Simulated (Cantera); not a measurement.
Equilibrium for iron carbonyl, mercury and lead vapours: Pb + O2 + H2

Charge: 1 mol Pb, 0.085 mol O2, 61 mol H2, held at 0.00310 bar.

Method: chemical equilibrium by Gibbs-energy minimisation in Cantera with the NASA 1993 tables (ideal gas, pure condensed phases). Candidate condensed phases: H2O, Pb, PbO, PbO2, Pb3O4; 12 gas species. Equilibrium is a limit: real reactors are often held back by kinetics, nucleation or transport.

At 550 K the condensed part is Pb(s). From 650 K to 1050 K the condensed part is Pb(l). From 1150 K to 1550 K nothing is condensed.

```tsv
T (K)	x H2	x Pb	x H2O	x H	x Pb2	x OH	n Pb(s)	n Pb(l)
550	0.997	4.92e-11	0.00279	<1e-12	<1e-12	<1e-12	1.00	0
650	0.997	3.02e-8	0.00279	<1e-12	<1e-12	<1e-12	0	1.000
750	0.997	3.06e-6	0.00279	5.67e-12	<1e-12	<1e-12	0	1.000
850	0.997	0.000103	0.00279	3.67e-10	2.27e-11	<1e-12	0	0.994
950	0.996	0.00162	0.00278	9.97e-9	2.32e-9	<1e-12	0	0.901
1050	0.982	0.0150	0.00275	1.44e-7	9.62e-8	1.29e-12	0	0.0705
1150	0.981	0.0161	0.00274	1.33e-6	6.08e-8	2.24e-11	0	0
1250	0.981	0.0161	0.00274	8.60e-6	3.66e-8	2.48e-10	0	0
1350	0.981	0.0161	0.00274	4.24e-5	2.37e-8	1.92e-9	0	0
1450	0.981	0.0161	0.00274	0.000168	1.63e-8	1.13e-8	0	0
1550	0.981	0.0161	0.00274	0.000560	1.17e-8	5.26e-8	0	0
```
x: gas mole fraction; n: condensed amount in mol.
